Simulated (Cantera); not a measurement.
Input (Python, Cantera) and output of one run.

```python
import numpy as np
import cantera as ct

gas_names = """
    H H2 N NH NH2 NH3 N2 N2H2 N2H4 V VN
""".split()
cond_names = """
    V(cr) V(L) VN(s)
""".split()


# ... load() reads the species with a 1 bar reference pressure and builds the phases ...
atoms = {
    'V': {'V': 1},
    'NH3': {'N': 1, 'H': 3},
}
top_T = {'VN(s)': 2300}  # K; cautious upper limits of use, not melting points


# ... equilibrate(T, P, feed) seeds the gas with the atoms and calls Mixture.equilibrate('TP', solver="vcs", rtol=1e-11, max_steps=5000) ...
results = []
feed = {'V': 1, 'NH3': 15}  # mol
T = 1398  # K
P = 12  # Pa
mix = equilibrate(T, P, feed)
results.append((T, P, feed, dict(zip(mix.species_names, mix.species_moles))))
x = sorted(zip(gas.X, gas.species_names), reverse=True)
print(f"T = {T:g} K  P = {P:g} Pa  gas = {mix.phase_moles(0):.4g} mol")
print("   x: " + "  ".join(f"{s} {v:.3e}" for v, s in x if v > 0.0001))
print("   condensed (mol): " + ("  ".join(f"{mix.phase(i).name} {mix.phase_moles(i):.4g}"
      for i in range(1, mix.n_phases) if mix.phase_moles(i) > 1e-12) or "none"))
```

Output:

```
T = 1398 K  P = 12 Pa  gas = 29.51 mol
   x: H2 7.624e-01  N2 2.372e-01  H 3.772e-04
   condensed (mol): VN(s) 1
```

These are equilibrium values from Cantera (NASA tables, ideal gas, pure condensed phases), not measurements of a reactor. VN: taken at fixed stoichiometry. Condensed phases not in the tables: V2N.
